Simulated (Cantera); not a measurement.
An adiabatic, constant-volume homogeneous reactor starts with CO : H2 : O2 : N2 = 1 : 0.32 : 0.93 : 3.5 (molar parts), equivalence ratio 0.71, at 1125 K and 0.395 atm. Integrator tolerance rtol = 1e-08.

Cantera simulation using GRI-Mech 3.0 (53 species, 325 reactions); the numbers are that mechanism's predictions, not measurements.

Question: What does this change do: initial temperature 1125 to 1025 K?

Answer: 
| quantity | before | after |
|---|---|---|
| time of steepest temperature rise | 0.256 ms | 0.497 ms |
| temperature at 0.500 s | 2645 K | 2622 K |
| equilibrium temperature | 2645 K | 2622 K |
| x(CO) at 0.500 s | 0.0472 (gas-phase equilibrium 0.0472) | 0.0425 (gas-phase equilibrium 0.0425) |
| x(H2) at 0.500 s | 0.00255 (gas-phase equilibrium 0.00255) | 0.00229 (gas-phase equilibrium 0.00229) |
| x(O2) at 0.500 s | 0.0625 (gas-phase equilibrium 0.0625) | 0.0612 (gas-phase equilibrium 0.0612) |
| x(NO2) at 0.500 s | 5.70e-6 (gas-phase equilibrium 5.70e-6) | 5.74e-6 (gas-phase equilibrium 5.74e-6) |
| x(CO2) at 0.500 s | 0.143 (gas-phase equilibrium 0.143) | 0.148 (gas-phase equilibrium 0.148) |
